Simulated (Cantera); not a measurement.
Charge: 1 mol TiO₂, 3.8 mol Cl₂, 0.19 mol O₂, equilibrated at 1825 K and 0.210 bar.

Method: chemical equilibrium by Gibbs-energy minimisation in Cantera with the NASA 1993 tables (ideal gas, pure condensed phases). Candidate condensed phases: Ti, TiCl₂, TiCl₃, TiCl₄, TiO, TiO₂, Ti₂O₃, Ti₃O₅, Ti₄O₇; 15 gas species. Rates play no part.

Q: What is the equilibrium state?

A: 
```json
{
 "x(Cl)": "0.501",
 "x(Cl₂)": "0.418",
 "x(O₂)": "0.0576",
 "x(TiCl₄)": "0.0221",
 "x(ClO)": "0.000959",
 "x(TiOCl₂)": "0.000315",
 "x(TiCl₃)": "0.000134",
 "x(O)": "8.05e-5",
 "n(TiO₂(rutile))": "0.880 mol",
 "gas_amount": "5.324 mol",
 "log10 activity of Ti₄O₇(s) (absent)": "-4.14",
 "log10 activity of TiCl₄(l) (absent)": "-4.20",
 "log10 activity of Ti₃O₅(s) (absent)": "-4.24"
}
```
